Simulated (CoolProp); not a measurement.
Saturation properties of C3F8 (R218).

Values from CoolProp's reference Helmholtz-energy equation of state, Lemmon 2006. It is a short technical equation, of lower accuracy than the large ones.

```tsv
T (K)	p (bar)	vapour density (kg/m³)	enthalpy of vaporisation (kJ/kg)	liquid viscosity (µPa s)
244.9	(withheld)	14.55	101.9	379
252.6	2.000	19.55	98.89	336
260.3	2.668	25.82	95.66	298
267.9	3.482	33.50	92.28	265
275.6	4.485	43.08	(withheld)	236
283.3	5.689	54.85	84.67	210
291	(withheld)	69.30	80.38	(withheld)
298.6	8.780	86.87	75.72	166
306.3	10.74	109.0	70.46	146
314	13.02	137.1	64.48	128
321.6	15.61	173.5	57.57	111
```

Question: Complete the blanks.

Answer: 
- 244.9, p (bar): 1.468
- 275.6, enthalpy of vaporisation (kJ/kg): 88.62
- 291, p (bar): 7.120
- 291, liquid viscosity (µPa s): 187

It boils at 236.4 K under 1 atm.

Viscosity comes from a separate model (Huber 2003), an estimate that may be off by 10 % or more.
